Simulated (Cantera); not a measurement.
An isothermal, constant-pressure homogeneous reactor starts with 30.3 % NO, 69.7 % N2, at 1823 K and 52.5 Torr.

Model: GRI-Mech 3.0 (53 species, 325 reactions), integrated in Cantera.

x: mole fraction; the columns are a selection and need not sum to one.

```tsv
t (s)	x NO	x O2	x N2O	x O	x N2
5.00e-6	0.303	<1e-12	9.12e-9	9.11e-9	0.697
3.11e-5	0.303	1.12e-11	?	?	0.697
0.000194	0.303	4.29e-10	3.51e-7	3.49e-7	0.697
0.00121	0.303	1.62e-8	2.14e-6	2.06e-6	0.697
0.00750	0.303	7.58e-7	1.15e-5	1.11e-5	0.697
0.0467	0.303	5.29e-5	3.32e-5	3.84e-5	0.697
0.290	0.302	0.000609	3.62e-5	4.31e-5	0.698
1.81	0.295	0.00415	3.41e-5	5.55e-5	0.701
11.2	?	?	?	?	0.723
70.0	0.0868	0.108	2.62e-6	0.000191	0.805
```

**Question.** Fill in the missing entries.

**Answer.** 
- 3.11e-5, x N2O: 5.67e-8
- 3.11e-5, x O: 5.66e-8
- 11.2, x NO: 0.251
- 11.2, x O2: 0.0261
- 11.2, x N2O: 2.35e-5
- 11.2, x O: 0.000102
